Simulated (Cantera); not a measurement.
Source: NASA polynomial tables (part measured, part estimated), evaluated in Cantera. Values are per mole of reaction as written; species without (g) are pure solids or liquids, kept so even where they would boil at 1 bar. The tables' values for BOCl are old estimates.

O3(g) + 6 BOCl(g) = 3 Cl2(g) + 3 B2O3(g)

| T (K) | ΔH° (kJ) | ΔS° (J/K) | ΔG° (kJ) | log10 K |
|---|---|---|---|---|
| 1775 | … | … | … | … |
| 1850 | -756.2 | -149.8 | -479.1 | 13.53 |
| 1925 | -756.6 | -150.0 | -467.8 | 12.69 |
| 2000 | -757.0 | -150.2 | -456.6 | 11.92 |
| 2075 | … | … | … | … |
| 2150 | -758.0 | -150.7 | -434.0 | 10.54 |

**Question.** Fill in the missing entries.

**Answer.** 
- 1775, ΔH° (kJ): -756.0
- 1775, ΔS° (J/K): -149.7
- 1775, ΔG° (kJ): -490.3
- 1775, log10 K: 14.43
- 2075, ΔH° (kJ): -757.4
- 2075, ΔS° (J/K): -150.4
- 2075, ΔG° (kJ): -445.3
- 2075, log10 K: 11.21
